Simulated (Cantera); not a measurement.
Charge: 1 mol CaO, 1.5 mol HCl, 26 mol N2, at 750 °C and 1.80 mbar.

Method: chemical equilibrium by Gibbs-energy minimisation in Cantera with the NASA 1993 tables (ideal gas, pure condensed phases). Candidate condensed phases: Ca, CaCl2, CaO, Ca(OH)2, H2O, NH4Cl; 36 gas species. Mutual solubility and eutectic melting of coexisting phases are not modelled. Condensed phases not in the tables: oxide chlorides. The numbers say what is thermodynamically allowed, not how fast it happens.

Base state: N2 0.967, H2O 0.0227, HCl 0.0103, CaCl2 2.85e-5 (mole fractions); condensed: CaCl2(s) + CaO(s).

Q: What changes in the equilibrium state with this change: temperature from 750 °C to 1002 °C?

A: 
```
species         before    after
-------------  -------  -------
N2               0.967    0.945
HCl             0.0103   0.0369
CaCl2          2.85e-5  0.00880
H2O             0.0227  0.00880
Cl             1.16e-6  8.36e-5
H2             6.45e-7  4.24e-5
CaCl2(s), mol    0.611        0
CaO(s), mol      0.388    0.758
```
